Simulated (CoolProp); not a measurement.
Model: reference Helmholtz-energy equation of state, Schroeder 2014, in CoolProp.

For ethanol, give the phase and the speed of sound (m/s), Joule-Thomson coefficient (K/MPa), conductivity (mW/(m K)) at 94.15 °C and 0.617 MPa; 344.05 °C and 0.103 MPa; -55.25 °C and 4.87 MPa.


- 94.15 °C and 0.617 MPa: liquid; speed of sound 917, Joule-Thomson coefficient -0.204, conductivity 152
- 344.05 °C and 0.103 MPa: gas; speed of sound 347, Joule-Thomson coefficient 4.39, conductivity 53.2
- -55.25 °C and 4.87 MPa: liquid; speed of sound 1480, Joule-Thomson coefficient -0.457, conductivity 189

Thermal conductivity comes from a separate model (Assael 2013).
